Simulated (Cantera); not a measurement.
Charge: 1 mol NH3, 0.0035 mol SO2, a varied amount of N2, equilibrated at 3500 K and 13300 Pa.

These are equilibrium values from Cantera (NASA tables, ideal gas, pure condensed phases), not measurements of a reactor. Candidate condensed phases: H2O, H2SO4, S; 35 gas species. Rates play no part.

x: gas mole fraction; nothing condenses.

```
n(N2) (mol)   x N2     x H     x H2       x O
-----------  -----  ------  -------  --------
2            0.487   0.438   0.0732  0.000911
4.9          0.664   0.300   0.0344  0.000630
7.8          0.748     [?]      [?]       [?]
11           0.802   0.184   0.0129  0.000384
13           0.826     [?]      [?]       [?]
16           0.852   0.140  0.00748  0.000292
19           0.871   0.122  0.00574  0.000255
22           0.885   0.109  0.00454  0.000227
25           0.897  0.0982  0.00369  0.000204
28           0.907  0.0894  0.00305  0.000185
31           0.915  0.0820  0.00257  0.000170
```

Q: Fill in the missing entries.

A: 
- 7.8, x H: 0.230
- 7.8, x H2: 0.0202
- 7.8, x O: 0.000483
- 13, x H: 0.163
- 13, x H2: 0.0102
- 13, x O: 0.000341
